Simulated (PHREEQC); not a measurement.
Synthetic water in mmol/kgw, 25 °C, pH 2.02, pe 10.9:

| constituent | mmol/kgw |
|---|---|
| Na | 82.4 |
| K | 0.405 |
| Ca | 7.37 |
| Mg | 6.13 |
| Cl | 30.6 |
| S(6) | 49.2 |
| Al | 0.319 |
| Cu(2) | 0.186 |

Valence states are taken as typed.

The numbers come from PHREEQC with the ion-association model, phreeqc.dat.

Each row changes one thing in this solution. No solid was allowed to form.

```
case                           ionic strength (mol/kgw)  Na+ (mol/kgw)  HSO4- (mol/kgw)  Ca+2 (mol/kgw)  NaSO4- (mol/kgw)  Mg+2 (mol/kgw)  SI of Gypsum (CaSO4:2H2O)  SI of Halite (NaCl)
-----------------------------  ------------------------  -------------  ---------------  --------------  ----------------  --------------  -------------------------  -------------------
as made                                           0.141         0.0787           0.0114         0.00456           0.00368         0.00342                      -0.24                -4.43
Na from 82.4 to 247 mmol/kgw                      0.221          0.238              [?]         0.00517           0.00887         0.00395                      -0.35                -3.99
Mg from 6.13 to 18.4 mmol/kgw                     0.151         0.0791           0.0101             [?]           0.00326             [?]                      -0.28                -4.44
```

Task: Some entries are withheld; supply them.

Result: 
- Na from 82.4 to 247 mmol/kgw, HSO4- (mol/kgw): 0.00926
- Mg from 6.13 to 18.4 mmol/kgw, Ca+2 (mol/kgw): 0.00481
- Mg from 6.13 to 18.4 mmol/kgw, Mg+2 (mol/kgw): 0.0109
